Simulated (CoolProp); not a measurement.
Vapour-liquid equilibrium of benzene (1) + octamethylcyclotetrasiloxane (D4) (2) at 145.45 °C; x and y are mole fractions of (1).

Computed with CoolProp (multi-fluid Helmholtz-energy mixture model, Thol 2012 and Thol 2015; pair parameters Bell 2016).

```csv
x,"bubble pressure, mixture model (bar)","bubble pressure, Raoult's law (bar)","y, mixture model","y, Raoult's law"
0.05,0.6090,0.6801,0.309,0.390
0.15,1.006,1.167,0.618,0.682
0.25,1.448,1.653,0.761,0.802
0.35,1.909,2.140,0.839,0.867
0.45,2.379,2.626,0.888,0.909
0.55,2.857,3.113,0.922,0.937
0.65,3.351,3.600,0.947,0.958
0.75,3.873,4.086,0.967,0.973
0.85,4.432,4.573,0.983,0.986
0.95,5.016,5.059,0.995,0.996
```

The largest gap from Raoult's law is -13.8 % in bubble pressure, at x = 0.15. No azeotrope shows between x = 0.05 and 0.95.

The pair parameters rest on a limited set of measurements; away from them the model extrapolates.
